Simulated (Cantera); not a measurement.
Feed: 1 mol NH₃, 2.2 mol H₂O, held at 0.650 bar.

Equilibrium computed with Cantera from the NASA thermochemical tables; the gas is ideal and each condensed phase is pure. Candidate condensed phases: H₂O; 24 gas species. Kinetics and transport are ignored.

x: gas mole fraction; nothing condenses.

```json
[
 {"T (°C)": "1675", "x H₂O": "0.523", "x H₂": "0.357", "x N₂": "0.119", "x H": "0.000837", "x OH": "0.000111"},
 {"T (°C)": "1725", "x H₂O": "0.523", "x H₂": "0.356", "x N₂": "0.119", "x H": "[?]", "x OH": "[?]"},
 {"T (°C)": "1775", "x H₂O": "0.523", "x H₂": "0.356", "x N₂": "0.119", "x H": "0.00166", "x OH": "0.000265"},
 {"T (°C)": "1825", "x H₂O": "0.523", "x H₂": "0.356", "x N₂": "0.119", "x H": "0.00228", "x OH": "0.000397"},
 {"T (°C)": "1875", "x H₂O": "0.522", "x H₂": "0.355", "x N₂": "0.119", "x H": "0.00308", "x OH": "0.000583"},
 {"T (°C)": "1925", "x H₂O": "0.522", "x H₂": "0.355", "x N₂": "0.119", "x H": "[?]", "x OH": "[?]"},
 {"T (°C)": "1975", "x H₂O": "0.521", "x H₂": "0.354", "x N₂": "0.119", "x H": "0.00542", "x OH": "0.00120"},
 {"T (°C)": "2025", "x H₂O": "0.520", "x H₂": "0.353", "x N₂": "0.118", "x H": "0.00706", "x OH": "0.00167"},
 {"T (°C)": "2075", "x H₂O": "0.518", "x H₂": "0.352", "x N₂": "0.118", "x H": "0.00909", "x OH": "0.00230"}
]
```

Question: What belongs in the gaps?

Answer: 
- 1925, x H: 0.00411
- 1925, x OH: 0.000842
- 1725, x H: 0.00119
- 1725, x OH: 0.000174
